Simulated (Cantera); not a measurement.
Equilibrium for nitride etching: BN + HCl

Input: 1 mol BN, 1.8 mol HCl, held at 6.80e-5 bar.

Method: chemical equilibrium by Gibbs-energy minimisation in Cantera with the NASA 1993 tables (ideal gas, pure condensed phases). Candidate condensed phases: B, BN, NH₄Cl; 21 gas species. The tables' values for BCl₂, BCl are old estimates; treat these amounts as uncertain. Gases not in the tables: BHCl₂. Rates play no part.

```json
[
 {"T (°C)": "475", "log p HCl": "-4.17", "log p H₂": "-6.76", "log p BCl₃": "-6.93", "log p N₂": "-7.23", "n BN(s)": "0.997"},
 {"T (°C)": "525", "log p HCl": "-4.17", "log p H₂": "-6.57", "log p BCl₃": "-6.74", "log p N₂": "-7.04", "n BN(s)": "0.995"},
 {"T (°C)": "575", "log p HCl": "-4.17", "log p H₂": "-6.40", "log p BCl₃": "-6.58", "log p N₂": "-6.88", "n BN(s)": "0.993"},
 {"T (°C)": "625", "log p HCl": "-4.17", "log p H₂": "-6.25", "log p BCl₃": "-6.43", "log p N₂": "-6.73", "n BN(s)": "0.990"},
 {"T (°C)": "675", "log p HCl": "-4.18", "log p H₂": "-6.12", "log p BCl₃": "-6.30", "log p N₂": "-6.60", "n BN(s)": "0.987"},
 {"T (°C)": "725", "log p HCl": "-4.18", "log p H₂": "-6.01", "log p BCl₃": "-6.18", "log p N₂": "-6.48", "n BN(s)": "0.983"},
 {"T (°C)": "775", "log p HCl": "-4.18", "log p H₂": "-5.90", "log p BCl₃": "-6.08", "log p N₂": "-6.38", "n BN(s)": "0.978"},
 {"T (°C)": "825", "log p HCl": "-4.19", "log p H₂": "-5.80", "log p BCl₃": "-5.98", "log p N₂": "-6.28", "n BN(s)": "0.972"},
 {"T (°C)": "875", "log p HCl": "-4.19", "log p H₂": "-5.72", "log p BCl₃": "-5.89", "log p N₂": "-6.20", "n BN(s)": "0.966"},
 {"T (°C)": "925", "log p HCl": "-4.20", "log p H₂": "-5.64", "log p BCl₃": "-5.82", "log p N₂": "-6.12", "n BN(s)": "0.960"},
 {"T (°C)": "975", "log p HCl": "-4.20", "log p H₂": "-5.57", "log p BCl₃": "-5.75", "log p N₂": "-6.05", "n BN(s)": "0.953"},
 {"T (°C)": "1025", "log p HCl": "-4.21", "log p H₂": "-5.50", "log p BCl₃": "-5.68", "log p N₂": "-5.98", "n BN(s)": "0.945"},
 {"T (°C)": "1075", "log p HCl": "-4.22", "log p H₂": "-5.44", "log p BCl₃": "-5.63", "log p N₂": "-5.92", "n BN(s)": "0.937"}
]
```
log p: log10 of the partial pressure in bar; n: condensed amount in mol.

From 475 °C to 1075 °C the condensed part is BN(s). The main B-bearing gas is BCl₃ throughout. The share of B in condensed phases is highest at 475 °C (99.7 %) and lowest at 1075 °C (93.7 %).
